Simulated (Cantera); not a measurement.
An isothermal, constant-pressure homogeneous reactor starts with 0.546 % CO, 5.36 % O2, 0.0339 % H2O, 94.1 % N2, equivalence ratio 0.051, at 1425 K and 760 Torr.

Detailed kinetics in Cantera: GRI-Mech 3.0 (53 species, 325 reactions).

x: mole fraction; the columns are a selection and need not sum to one.

| t (s) | x CO | x O2 | x H2O | x NO | x OH | x H |
|---|---|---|---|---|---|---|
| 3.00e-6 | 0.00546 | 0.0536 | 0.000339 | <1e-12 | 3.20e-12 | <1e-12 |
| 1.15e-5 | 0.00546 | 0.0536 | 0.000339 | <1e-12 | 1.75e-11 | <1e-12 |
| 4.40e-5 | 0.00546 | 0.0536 | 0.000339 | <1e-12 | 1.44e-10 | 8.41e-12 |
| 0.000169 | 0.00546 | 0.0536 | 0.000339 | <1e-12 | 1.64e-9 | 1.07e-10 |
| 0.000646 | 0.00546 | 0.0536 | 0.000339 | <1e-12 | (withheld) | (withheld) |
| 0.00248 | 0.00544 | 0.0536 | 0.000338 | 2.83e-11 | 1.74e-6 | 1.25e-7 |
| 0.00949 | 0.00196 | 0.0516 | 0.000297 | 7.68e-7 | 6.14e-5 | 1.72e-5 |
| 0.0363 | 0.000140 | 0.0511 | 0.000329 | 2.50e-6 | 1.97e-5 | 4.84e-7 |
| 0.139 | (withheld) | 0.0510 | 0.000336 | 2.92e-6 | (withheld) | (withheld) |
| 0.533 | 2.51e-7 | 0.0510 | 0.000338 | 2.98e-6 | 2.26e-6 | 5.94e-10 |
| 2.04 | 3.68e-8 | 0.0510 | 0.000339 | 2.99e-6 | 1.61e-6 | 2.15e-10 |
| 7.83 | 3.62e-8 | 0.0510 | 0.000339 | 3.01e-6 | 1.61e-6 | 2.14e-10 |
| 30.0 | 3.62e-8 | 0.0510 | 0.000339 | 3.07e-6 | 1.61e-6 | 2.14e-10 |

Problem. Some entries are withheld; supply them.

Solution. 
- 0.000646, x OH: 2.37e-8
- 0.000646, x H: 1.59e-9
- 0.139, x CO: 7.42e-6
- 0.139, x OH: 6.09e-6
- 0.139, x H: 1.25e-8
